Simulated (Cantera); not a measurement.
Charge: 1 mol Si, 4.6 mol HF, 3.5 mol H2, 5.7 mol NF3, at 1525 K and 67.0 Pa.

Cantera equilibrium calculation (NASA polynomials, part measured and part estimated; ideal gas, pure solids and liquids). Candidate condensed phases: Si, Si3N4; 37 gas species. Equilibrium is a limit: real reactors are often held back by kinetics, nucleation or transport.

Base state: HF 0.538, F 0.283, N2 0.132, SiF4 0.0464 (mole fractions); condensed: gas only.

Task: What changes in the equilibrium state with this change: NF3 from 5.7 to 0.72 mol?

Result: 
| species | before | after |
|---|---|---|
| H2 | <1e-9 | 0.514 |
| HF | 0.538 | 0.327 |
| SiF4 | 0.0464 | 0.112 |
| F | 0.283 | 1.37e-8 |
| N2 | 0.132 | 0.0420 |
| SiF3 | <1e-9 | 0.00427 |
| H | <1e-9 | 0.000655 |
The tables' values for SiF3, SiF2 are old estimates; treat these amounts as uncertain.
